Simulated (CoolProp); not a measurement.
Vapour-liquid equilibrium of nitrogen (1) + oxygen (2) at -159.65 °C; x and y are mole fractions of (1).

The numbers come from the multi-fluid Helmholtz-energy mixture model, Span 2000 and Schmidt 1985; pair parameters Gernert 2013 in CoolProp.

### Question
Give the bubble pressure and the first vapour's composition at x = 0.05, 0.35, 0.85. Is there an azeotrope?

### Answer
x = 0.05: 0.7466 MPa, y = 0.114; x = 0.35: 1.074 MPa, y = 0.535; x = 0.85: 1.606 MPa, y = 0.910. No azeotrope shows between x = 0.05 and 0.95.

Pair parameters are fitted to limited data, so mixtures are less certain than the pure fluids. The gap from Raoult's law changes sign with composition, which may be real or a fault of the pair parameters; it wasn't checked against measurements.
